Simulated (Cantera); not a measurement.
Charge: 1 mol C₃H₆, 0.33 mol H₂O, 0.29 mol N₂, at 13.0 mbar.

Method: chemical equilibrium by Gibbs-energy minimisation in Cantera with the NASA 1993 tables (ideal gas, pure condensed phases). Candidate condensed phases: C, C₆H₆, C₇H₈, C₈H₁₈, H₂O; 136 gas species. The numbers say what is thermodynamically allowed, not how fast it happens.

log p: log10 of the partial pressure in bar; n: condensed amount in mol.

```
T (°C)  log p H₂  log p CO  log p N₂  log p H  log p HCN  log p C₂H₂ (acetylene)  n C(graphite)
------  --------  --------  --------  -------  ---------  ----------------------  -------------
1350       -1.96     -2.96     -3.02    -5.14      -5.12                   -6.42           2.67
1400       -1.96     -2.96     -3.02    -4.92      -4.99                   -6.21           2.67
1450       -1.96     -2.96     -3.02    -4.72      -4.87                   -6.00           2.67
1500       -1.96     -2.96     -3.02    -4.53      -4.76                   -5.82           2.66
1550       -1.96     -2.96     -3.03        …          …                       …           2.66
1600       -1.96     -2.97     -3.03    -4.17      -4.56                   -5.47           2.66
1650       -1.96     -2.97     -3.03    -4.01      -4.47                   -5.31           2.66
1700       -1.97     -2.97     -3.03    -3.85      -4.38                   -5.16           2.65
1750       -1.97     -2.97     -3.04        …          …                       …           2.65
1800       -1.97     -2.97     -3.04    -3.57      -4.22                   -4.88           2.64
1850       -1.98     -2.97     -3.04    -3.43      -4.14                   -4.76           2.64
```

Q: Complete the blanks.

A: 
- 1550, log p H: -4.34
- 1550, log p HCN: -4.66
- 1550, log p C₂H₂ (acetylene): -5.64
- 1750, log p H: -3.71
- 1750, log p HCN: -4.29
- 1750, log p C₂H₂ (acetylene): -5.02
